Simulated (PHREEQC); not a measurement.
A made-up water analysis in mg/L, 10 °C, pH 6.21, pe 12.4:

```json
[
 {"constituent": "Na", "mg/L": "1.52"},
 {"constituent": "K", "mg/L": "1.42"},
 {"constituent": "Ca", "mg/L": "0.611"},
 {"constituent": "Mg", "mg/L": "0.773"},
 {"constituent": "Cl", "mg/L": "2.51"},
 {"constituent": "S(6) as SO4", "mg/L": "4.57"},
 {"constituent": "Alkalinity as HCO3", "mg/L": "1.71"},
 {"constituent": "B", "mg/L": "0.0635"},
 {"constituent": "Cd", "mg/L": "0.00238"},
 {"constituent": "N(5) as NO3", "mg/L": "0.0654"}
]
```

Cl is adjusted to close the charge balance.
Valence states are taken as typed.

Equilibrium calculation in PHREEQC: ion-association model, phreeqc.dat.

| Quantity | Value |
|---|---|
| ionic strength | 0.000291 mol/kgw |

```
species  molality  activity   log γ
-------  --------  --------  ------
Cl-       7.23e-5   7.10e-5  -0.008
Na+       6.61e-5   6.49e-5  -0.008
CO2       5.03e-5   5.03e-5   0.000
SO4-2     4.73e-5   4.38e-5  -0.033
K+        3.63e-5   3.56e-5  -0.008
Mg+2      3.16e-5   2.93e-5  -0.033
HCO3-     2.86e-5   2.81e-5  -0.008
Ca+2      1.51e-5   1.40e-5  -0.033
H3BO3     5.87e-6   5.87e-6   0.000
NO3-      1.06e-6   1.04e-6  -0.008
H+        6.28e-7   6.17e-7  -0.008
MgSO4     2.00e-7   2.00e-7   0.000
CaSO4     9.71e-8   9.71e-8   0.000
Cd+2      2.08e-8   1.93e-8  -0.033
NaSO4-    1.31e-8   1.29e-8  -0.008
MgHCO3+   9.41e-9   9.23e-9  -0.008
```

No solid was allowed to form. Complexes and solids missing from the database can't appear. Away from 25 °C the constants follow the database's enthalpies or fits; those with neither stay at their 25 °C values.
